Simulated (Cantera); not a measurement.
A perfectly stirred reactor is fed with 3.29 % C3H8, 20.3 % O2, 76.4 % N2, equivalence ratio 0.81, at 20.0 bar; it is adiabatic with a 498 K inlet, and is followed from long to short residence time, starting on the burning branch (τ in s: 0.24, 0.079, 0.026, 0.0087, 0.0029, 0.00096, 0.00032, 0.00011, 3.5e-05, 1.2e-05).

Detailed kinetics in Cantera: GRI-Mech 3.0 (53 species, 325 reactions). GRI-Mech 3.0 was tuned for natural gas; its chemistry of propane as a main component is partial and can be far from experiment. The pressure lies above the range GRI-Mech 3.0 was tuned for (to about 10 atm).

x: mole fraction; the columns are a selection and need not sum to one.

```csv
τ (s),T (K),x C3H8,x O2,x NO,x C2H6,x H2,x CO
0.24,2211,1.06e-8,0.0353,0.00386,6.55e-11,0.000186,0.000743
0.079,2213,3.18e-8,0.0359,0.00270,1.96e-10,0.000189,0.000765
0.026,2215,9.48e-8,0.0365,0.00152,5.83e-10,0.000198,0.000818
0.0087,2215,___,0.0369,___,___,___,___
0.0029,2212,7.95e-7,0.0373,0.000360,4.81e-9,0.000274,0.00132
0.00096,2203,___,0.0378,___,___,___,___
0.00032,2184,5.73e-6,0.0389,0.000119,3.45e-8,0.000688,0.00408
0.00011,2149,1.41e-5,0.0409,7.83e-5,9.40e-8,0.00118,0.00760
3.5e-5,2079,3.91e-5,0.0454,4.44e-5,3.50e-7,0.00205,0.0150
1.2e-5,498,0.0329,0.203,<1e-12,<1e-12,<1e-12,<1e-12
```

Task: Fill in the missing entries.

Result: 
- 0.0087, x C3H8: 2.77e-7
- 0.0087, x NO: 0.000751
- 0.0087, x C2H6: 1.69e-9
- 0.0087, x H2: 0.000219
- 0.0087, x CO: 0.000954
- 0.00096, x C3H8: 2.20e-6
- 0.00096, x NO: 0.000192
- 0.00096, x C2H6: 1.31e-8
- 0.00096, x H2: 0.000408
- 0.00096, x CO: 0.00220
